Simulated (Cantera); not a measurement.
A closed system holds: 1 mol SiH₂Cl₂, 33 mol N₂, 0.41 mol NH₃, equilibrated at 10000 Pa.

These are equilibrium values from Cantera (NASA tables, ideal gas, pure condensed phases), not measurements of a reactor. Candidate condensed phases: NH₄Cl, Si, Si₃N₄; 28 gas species. The tables' values for SiCl₃ are old estimates; treat these amounts as uncertain. Kinetics and transport are ignored. All values below are at 1448 K.

Base state: N₂ 0.927, HCl 0.0504, H₂ 0.0207, SiCl₂ 0.00119, SiCl₄ 0.000664, SiCl₃ 0.000463, SiHCl₃ 2.34e-5 (mole fractions); condensed: Si₃N₄(s).

Task: What changes in the equilibrium state with this change: pressure from 10000 Pa to 33.0 Pa?

Result: 
```tsv
species	before	after
N₂	0.927	0.926
H₂	0.0207	0.0305
HCl	0.0504	0.0300
SiCl₂	0.00119	0.0129
SiCl₄	0.000664	5.75e-6
SiHCl₃	2.34e-5	5.00e-7
H	4.20e-6	8.86e-5
Cl	8.31e-6	7.10e-5
Si₃N₄(s), mol	0.306	0.179
```

Task: What changes in the equilibrium state with this change: NH₃ from 0.41 to 30 mol?

Result: 
```csv
species,before,after
N₂,0.927,0.502
H₂,0.0207,0.477
HCl,0.0504,0.0212
SiCl₂,0.00119,1.37e-5
SiCl₄,0.000664,5.89e-8
SiCl₃,0.000463,4.69e-7
SiHCl₃,2.34e-5,1.14e-7
H,4.20e-6,2.01e-5
"Si₃N₄(s), mol",0.306,0.333
```
